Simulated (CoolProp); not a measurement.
Vapour-liquid equilibrium of dimethyl carbonate (1) + n-octane (2) at 404.4 K; x and y are mole fractions of (1).

Computed with CoolProp (multi-fluid Helmholtz-energy mixture model, Zhou 2011 and Beckmüller 2019; pair parameters Bell 2016).

| x | bubble pressure (bar) | y at the bubble point | dew pressure at overall composition x (bar) | liquid density (mol/L) |
|---|---|---|---|---|
| 0.05 | 1.528 | 0.252 | ? | 5.424 |
| 0.15 | 2.083 | 0.489 | 1.367 | 5.684 |
| 0.25 | 2.478 | 0.602 | 1.525 | ? |
| 0.35 | 2.752 | ? | 1.720 | ? |
| 0.45 | 2.940 | 0.711 | 1.967 | ? |
| 0.55 | 3.073 | 0.746 | 2.283 | 7.102 |
| 0.65 | 3.170 | 0.778 | 2.679 | ? |
| 0.75 | 3.242 | 0.814 | 3.087 | 8.181 |
| 0.85 | 3.285 | 0.862 | 3.279 | 8.865 |
| 0.95 | 3.269 | 0.940 | 3.262 | ? |

Complete the blanks.


- 0.05, dew pressure at overall composition x (bar): 1.237
- 0.25, liquid density (mol/L): 5.974
- 0.35, y at the bubble point: 0.667
- 0.35, liquid density (mol/L): 6.301
- 0.45, liquid density (mol/L): 6.674
- 0.65, liquid density (mol/L): 7.600
- 0.95, liquid density (mol/L): 9.674

y crosses x between x = 0.85 and 0.95: the model has an azeotrope there.

The pair parameters rest on a limited set of measurements; away from them the model extrapolates.
